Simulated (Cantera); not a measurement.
A Cantera script and its output.

```python
import numpy as np
import cantera as ct

gas = ct.Solution("gri30.yaml")


def delay(T, t_max=10):
    gas.TPX = T, 3900000, {'C2H4': 1, 'O2': 4.23, 'N2': 15.9, 'H2O': 0.65}
    reactor = ct.IdealGasReactor(gas, clone=False)
    net = ct.ReactorNet([reactor])
    net.rtol, net.atol = 1e-8, 1e-16
    while net.time < t_max:
        t_old, T_old = net.time, reactor.T
        net.step()
        if reactor.T > T + 400:  # ignition: a rise of 400 K
            return t_old + (T + 400 - T_old) / (reactor.T - T_old) * (net.time - t_old)
    return np.nan


taus = []
for T in [1450, 1525, 1600, 1675, 1750]:
    taus.append(delay(T))
    print(f"T0 = {T:6g} K   tau = {taus[-1]:.4e} s")

# d ln(tau) / d ln(k), from doubling and halving each rate constant
T, sens = 1525, []
for i in range(gas.n_reactions):
    gas.set_multiplier(2.0, i)
    up = delay(T)
    gas.set_multiplier(0.5, i)
    down = delay(T)
    gas.set_multiplier(1.0, i)
    sens.append((np.log(up / down) / np.log(4.0), gas.reaction(i).equation))
sens.sort(key=lambda x: -abs(x[0]))
print(f"sensitivities at {T} K")
for s, eq in sens[:10]:
    print(f"{s:8.3f}  {eq}")
```

It prints:

```
T0 =   1450 K   tau = 9.9524e-06 s
T0 =   1525 K   tau = 3.8289e-06 s
T0 =   1600 K   tau = 1.7574e-06 s
T0 =   1675 K   tau = 9.9186e-07 s
T0 =   1750 K   tau = 6.4703e-07 s
sensitivities at 1525 K
  -0.799  H + O2 <=> O + OH
  -0.634  C2H3 + O2 <=> CH2CHO + O
   0.493  C2H3 + O2 <=> CH2O + HCO
  -0.415  C2H4 + O <=> CH2CHO + H
   0.381  C2H4 + O <=> CH3 + HCO
   0.369  H + O2 + N2 <=> HO2 + N2
   0.233  H + O2 + H2O <=> HO2 + H2O
  -0.228  C2H4 + H <=> C2H3 + H2
   0.203  HCO + O2 <=> CO + HO2
  -0.182  C2H4 + OH <=> C2H3 + H2O
```

Computed with Cantera and GRI-Mech 3.0 (53 species, 325 reactions). GRI-Mech 3.0 was tuned for natural gas; its chemistry of ethylene as a main component is partial and can be far from experiment. The pressure lies above the range GRI-Mech 3.0 was tuned for (to about 10 atm).
